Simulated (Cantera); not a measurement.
What does this Cantera script print?

```python
import numpy as np
import cantera as ct

gas_names = """
    H HNO HNO2 HNO3 HO2 H2 H2O H2O2 H2S H2SO4 N NH NH2 NH3 NH2OH NO NO2 NO3 N2 N2H2 N2H4 N2O O OH O2 O3
    S SH SN SO SO2 SO3 S2 S2O S8
""".split()
cond_names = """
    H2O(s) H2O(L) H2SO4(L) S(cr1) S(cr2) S(L)
""".split()


def load(file, names, dense=False):
    # The tables refer to 1 bar. Condensed volumes are neglected.
    table = {s.name: s for s in ct.Species.list_from_file(file)}
    out = []
    for n in names:
        d = dict(table[n].input_data)
        d["thermo"] = dict(d["thermo"], **{"reference-pressure": 1e5})
        if dense:
            d["equation-of-state"] = {"model": "constant-volume", "density": "1e6 g/cm^3"}
        out.append(ct.Species.from_dict(d))
    return out


gas = ct.Solution(thermo="ideal-gas", species=load("nasa_gas.yaml", gas_names))
cond = {s.name: ct.Solution(thermo="fixed-stoichiometry", species=[s], name=s.name)
        for s in load("nasa_condensed.yaml", cond_names, dense=True)}
atoms = {
    'H2S': {'H': 2, 'S': 1},
    'SO2': {'S': 1, 'O': 2},
    'N2': {'N': 2},
}
top_T = {}  # K; cautious upper limits of use, not melting points


def equilibrate(T, P, feed):
    n = {}
    for name, mol in feed.items():
        for a, k in atoms[name].items():
            n[a] = n.get(a, 0.0) + k * mol
    gas.TPX = T, P, n
    mass = sum(n.values()) * gas.mean_molecular_weight
    gas.equilibrate("TP")
    valid = [c for c in cond.values() if c.min_temp <= T <= top_T.get(c.name, c.max_temp)]
    mix = ct.Mixture([(gas, mass / gas.mean_molecular_weight)] + [(c, 0.0) for c in valid])
    mix.T, mix.P = T, P
    mix.equilibrate("TP", solver="vcs", rtol=1e-11, max_steps=5000)
    return mix


results = []
feed = {'H2S': 1, 'SO2': 0.02, 'N2': 14}  # mol
T = 1775  # K
P = 1000  # Pa
mix = equilibrate(T, P, feed)
results.append((T, P, feed, dict(zip(mix.species_names, mix.species_moles))))
print(gas.report(threshold=1e-05))
for i in range(1, mix.n_phases):
    print(f"{mix.phase(i).name:16s} {mix.phase_moles(i):12.5e} mol")
```

It prints:

```
       temperature   1775 K
          pressure   1000 Pa
           density   0.0018671 kg/m^3
  mean mol. weight   27.555 kg/kmol
   phase of matter   gas

                          1 kg             1 kmol
                     ---------------   ---------------
          enthalpy        1.8935e+06        5.2176e+07  J
   internal energy         1.358e+06        3.7418e+07  J
           entropy             10419         2.871e+05  J/K
    Gibbs function       -1.6601e+07       -4.5743e+08  J
 heat capacity c_p            1290.6             35562  J/K
 heat capacity c_v            988.85             27247  J/K

                      mass frac. Y      mole frac. X     chem. pot. / RT
                     ---------------   ---------------   ---------------
                 H        2.5883e-05        0.00070754           -13.265
                H2         0.0043721          0.059757           -26.529
               H2O         0.0014585         0.0022308           -54.056
               H2S         0.0015251         0.0012333           -41.978
                N2            0.9173           0.90226           -31.253
                 S         0.0012336         0.0010602           -15.448
                SH          0.002091         0.0017424           -28.713
                SO        0.00048787        0.00027972           -42.975
               SO2         6.923e-05         2.978e-05           -70.501
                S2          0.071413          0.030689           -30.896
     [  +25 minor]        2.0485e-05        8.9067e-06

S(L)              0.00000e+00 mol
```

Method: chemical equilibrium by Gibbs-energy minimisation in Cantera with the NASA 1993 tables (ideal gas, pure condensed phases).
